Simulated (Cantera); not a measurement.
Cantera run:

```python
import numpy as np
import cantera as ct

gas_names = """
    N2O PH3 H N2
""".split()
cond_names = """
    P4O10(s)
""".split()


# ... load() reads the species with a 1 bar reference pressure and builds the phases ...
species = {s.name: s for s in load("nasa_gas.yaml", gas_names) + load("nasa_condensed.yaml", cond_names)}
# Each term lists the table entries of one substance; the one whose range holds T is used.
reactions = {
    '10 N2O(g) + 4 PH3(g) = 12 H(g) + 10 N2(g) + P4O10':
        [(-10, ['N2O']), (-4, ['PH3']), (12, ['H']), (10, ['N2']), (1, ['P4O10(s)'])],
}


def pick(names, T):
    return next(species[n] for n in names if species[n].thermo.min_temp <= T <= species[n].thermo.max_temp)


results = []
for label, terms in reactions.items():
    print(label)
    print("     T/K   dH/kJ  dS/(J/K)   dG/kJ   log10 K")
    for T in [400, 450, 500, 550, 600, 650]:
        used = [(nu, pick(names, T)) for nu, names in terms]
        dH = sum(nu * s.thermo.h(T) for nu, s in used) / 1e6
        dS = sum(nu * s.thermo.s(T) for nu, s in used) / 1e3
        dG = dH - T * dS / 1e3
        logK = -dG * 1e6 / (ct.gas_constant * T * np.log(10))
        results.append((label, T, dH, dS, dG, logK, [s.name for _, s in used]))
        print(f"{T:8g} {dH:8.1f} {dS:8.1f} {dG:8.1f} {logK:8.2f}")
```

Output:

```
10 N2O(g) + 4 PH3(g) = 12 H(g) + 10 N2(g) + P4O10
     T/K   dH/kJ  dS/(J/K)   dG/kJ   log10 K
     400  -1210.1    542.8  -1427.2   186.37
     450  -1199.8    567.0  -1454.9   168.88
     500  -1189.7    588.3  -1483.8   155.01
     550  -1179.7    607.4  -1513.7   143.76
     600  -1169.7    624.7  -1544.5   134.46
     650  -1159.8    640.5  -1576.2   126.66
```

Cantera with NASA thermochemical tables; ideal gases at 1 bar, condensed phases pure. Condensed species are held in their standard states even where they would react or evaporate.
